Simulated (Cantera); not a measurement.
Feed: 1 mol Si, 4.3 mol H2O, 870 mol H2, held at 0.133 bar.

Cantera equilibrium calculation (NASA polynomials, part measured and part estimated; ideal gas, pure solids and liquids). Candidate condensed phases: H2O, Si, SiO2; 18 gas species. The numbers say what is thermodynamically allowed, not how fast it happens. All values below are at 2048 K.

Base state: H2 0.989, H 0.00610, H2O 0.00376, SiO 0.00114 (mole fractions); condensed: gas only.

Question: What changes in the equilibrium state with this change: Si replaced by SiC?

Answer: 
```tsv
species	before	after
H2	0.989	0.989
H	0.00610	0.00610
H2O	0.00376	0.00261
CO	0	0.00114
SiO	0.00114	0.00114
```
Further candidate phases: C, C6H6, C7H8, C8H18, SiC.

Question: What changes in the equilibrium state with this change: H2O from 4.3 to 0.12 mol?

Answer: 
| species | before | after |
|---|---|---|
| H2 | 0.989 | 0.993 |
| H | 0.00610 | 0.00611 |
| Si | 1.38e-8 | 0.000567 |
| H2O | 0.00376 | 1.11e-8 |
| SiO | 0.00114 | 0.000137 |
| SiH2 | 3.35e-9 | 0.000138 |
| SiH | 3.06e-9 | 0.000125 |
| Si(l), mol | 0 | 0.140 |
Gases not in the tables: Si2H6 and higher silanes.

Question: What changes in the equilibrium state with this change: H2O from 4.3 to 0.0023 mol?

Answer: 
```csv
species,before,after
H2,0.989,0.993
H,0.00610,0.00611
Si,1.38e-8,0.000567
H2O,0.00376,<1e-9
SiO,0.00114,2.63e-6
SiH2,3.35e-9,0.000138
SiH,3.06e-9,0.000125
"Si(l), mol",0,0.258
```
Gases not in the tables: Si2H6 and higher silanes.
